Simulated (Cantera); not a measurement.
## Gas activation for diamond growth

An isothermal, constant-pressure homogeneous reactor starts with 1.18 % CH₄, 98.4 % H₂, 0.384 % N₂, at 2375 K and 100.0 Torr.

Model: GRI-Mech 3.0 (53 species, 325 reactions), integrated in Cantera. GRI-Mech 3.0 stops at C3 and has no aromatics, soot or wall deposition, so with more carbon than oxygen in the feed, carbon stays in small species such as C2H2 where larger ones or solid carbon would form.

```json
[
 {"t (s)": "0.000300", "x CH₄": "0.00834", "x H₂": "0.972", "x C₂H₆": "6.73e-7", "x H": "0.0134", "x C₂H": "4.18e-7", "x C₂H₄": "3.21e-5", "x HCN": "2.03e-8"},
 {"t (s)": "0.000715", "x CH₄": "0.00434", "x H₂": "0.966", "x C₂H₆": "2.89e-7", "x H": "0.0209", "x C₂H": "3.18e-6", "x C₂H₄": "1.88e-5", "x HCN": "1.96e-7"},
 {"t (s)": "0.00170", "x CH₄": "0.00133", "x H₂": "0.963", "x C₂H₆": "3.36e-8", "x H": "0.0261", "x C₂H": "6.95e-6", "x C₂H₄": "3.62e-6", "x HCN": "7.16e-7"},
 {"t (s)": "0.00405", "x CH₄": "0.000358", "x H₂": "0.960", "x C₂H₆": "2.77e-9", "x H": "0.0302", "x C₂H": "9.27e-6", "x C₂H₄": "1.23e-6", "x HCN": "1.44e-6"},
 {"t (s)": "0.00965", "x CH₄": "0.000104", "x H₂": "0.957", "x C₂H₆": "2.57e-10", "x H": "0.0337", "x C₂H": "1.08e-5", "x C₂H₄": "9.38e-7", "x HCN": "2.19e-6"},
 {"t (s)": "0.0230", "x CH₄": "3.68e-5", "x H₂": "0.954", "x C₂H₆": "3.61e-11", "x H": "0.0367", "x C₂H": "1.18e-5", "x C₂H₄": "8.61e-7", "x HCN": "2.98e-6"},
 {"t (s)": "0.0548", "x CH₄": "2.26e-5", "x H₂": "0.953", "x C₂H₆": "1.50e-11", "x H": "0.0379", "x C₂H": "1.23e-5", "x C₂H₄": "8.36e-7", "x HCN": "4.01e-6"},
 {"t (s)": "0.130", "x CH₄": "2.16e-5", "x H₂": "0.953", "x C₂H₆": "1.39e-11", "x H": "0.0380", "x C₂H": "1.23e-5", "x C₂H₄": "8.34e-7", "x HCN": "6.12e-6"},
 {"t (s)": "0.311", "x CH₄": "2.16e-5", "x H₂": "0.953", "x C₂H₆": "1.39e-11", "x H": "0.0380", "x C₂H": "1.23e-5", "x C₂H₄": "8.34e-7", "x HCN": "1.11e-5"},
 {"t (s)": "0.740", "x CH₄": "2.16e-5", "x H₂": "0.953", "x C₂H₆": "1.38e-11", "x H": "0.0380", "x C₂H": "1.23e-5", "x C₂H₄": "8.33e-7", "x HCN": "2.29e-5"},
 {"t (s)": "1.76", "x CH₄": "2.16e-5", "x H₂": "0.953", "x C₂H₆": "1.38e-11", "x H": "0.0380", "x C₂H": "1.22e-5", "x C₂H₄": "8.31e-7", "x HCN": "5.07e-5"},
 {"t (s)": "4.20", "x CH₄": "2.15e-5", "x H₂": "0.953", "x C₂H₆": "1.37e-11", "x H": "0.0380", "x C₂H": "1.22e-5", "x C₂H₄": "8.26e-7", "x HCN": "0.000115"},
 {"t (s)": "10.0", "x CH₄": "2.14e-5", "x H₂": "0.953", "x C₂H₆": "1.36e-11", "x H": "0.0380", "x C₂H": "1.20e-5", "x C₂H₄": "8.16e-7", "x HCN": "0.000260"}
]
```
x: mole fraction; the columns are a selection and need not sum to one.

Equilibrium at this temperature and pressure: CH₄ 1.93e-5, H₂ 0.953, C₂H₆ 1.10e-11, H 0.0380, C₂H 9.48e-6, C₂H₄ 6.44e-7, HCN 0.00261 (gas phase only).
